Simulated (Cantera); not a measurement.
**Pyrogenic steam for wet oxidation**

An isothermal, constant-pressure homogeneous reactor starts with H2 : O2 : N2 = 1.8 : 1 : 3.2 (molar parts), equivalence ratio 0.90, at 1025 K and 0.720 bar.

Cantera simulation using GRI-Mech 3.0 (53 species, 325 reactions); the numbers are that mechanism's predictions, not measurements. The temperature is held fixed by assumption; the heat of reaction is taken as removed at once.

| t (s) | x H2 | x O2 | x N2O | x OH | x H2O2 | x H |
|---|---|---|---|---|---|---|
| 2.00e-6 | 0.300 | 0.167 | <1e-12 | 2.72e-12 | <1e-12 | 9.82e-11 |
| 6.44e-6 | 0.300 | 0.167 | <1e-12 | 1.34e-11 | <1e-12 | 3.56e-10 |
| 2.07e-5 | 0.300 | 0.167 | <1e-12 | 9.13e-11 | 3.87e-12 | 2.18e-9 |
| 6.68e-5 | 0.300 | 0.167 | <1e-12 | 4.49e-9 | 2.38e-10 | 1.05e-7 |
| 0.000215 | 0.231 | 0.136 | 2.10e-9 | 0.00136 | 3.07e-6 | 0.0180 |
| 0.000692 | 0.0273 | 0.0330 | 1.94e-8 | 5.44e-5 | 6.19e-6 | 0.000169 |
| 0.00223 | 0.0235 | 0.0311 | 2.05e-8 | 8.37e-7 | 3.09e-5 | 2.49e-6 |
| 0.00718 | 0.0223 | 0.0305 | 2.09e-8 | 1.18e-6 | 4.59e-5 | 3.30e-6 |
| 0.0231 | 0.0180 | 0.0284 | 2.25e-8 | 1.23e-6 | 4.26e-5 | 2.94e-6 |
| 0.0744 | 0.00983 | 0.0244 | 2.67e-8 | 1.05e-6 | 2.61e-5 | 1.56e-6 |
| 0.240 | 0.00232 | 0.0207 | 3.35e-8 | 7.23e-7 | 7.05e-6 | 3.11e-7 |
| 0.772 | 0.000270 | 0.0197 | 3.73e-8 | 2.48e-7 | 3.96e-7 | 1.46e-8 |
| 2.48 | 3.36e-5 | 0.0196 | 3.76e-8 | 8.45e-8 | 1.49e-8 | 7.19e-10 |
| 8.00 | 1.87e-6 | 0.0196 | 3.57e-8 | 5.11e-8 | 3.28e-10 | 2.93e-11 |
x: mole fraction; the columns are a selection and need not sum to one.

Equilibrium at this temperature and pressure: H2 5.41e-10, O2 0.0196, N2O 6.81e-10, OH 2.09e-7, H2O2 1.61e-10, H <1e-12 (gas phase only).
